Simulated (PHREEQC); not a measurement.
Make-up at 4.6 °C: 0.12 mol CuSO4, 0.055 mol MgSO4 and 0.00096 mol Na2SO4 per kg of water. It is in equilibrium with CO2 at log p = -1 (atm). Otherwise closed; pH follows from the charge balance.

The numbers come from PHREEQC with the ion-association model, wateq4f.dat.

```
quantity                          before    after
-------------------------------  -------  -------
pH                                  4.05     4.44
ionic strength (mol/kgw)           0.360    0.140
SO4-2 (mol/kgw)                   0.0902   0.0352
Mg+2 (mol/kgw)                    0.0297   0.0344
MgSO4 (mol/kgw)                   0.0253   0.0206
Na+ (mol/kgw)                    0.00175  0.00182
SI of Epsomite (MgSO4:7H2O)        -1.41    -1.51
SI of Mirabilite (Na2SO4:10H2O)    -5.34    -5.50
```

Question: Which change was made?
(A) CuSO4 replaced by ZnSO4 at the same molality
(B) 0.057 mol/kgw NaOH added
(C) CuSO4 replaced by CdSO4 at the same molality
(D) diluted 100-fold with water
(E) CuSO4 left out

Answer: E, CuSO4 left out

Precipitation was switched off in this run. Constants without temperature data keep their 25 °C values here.
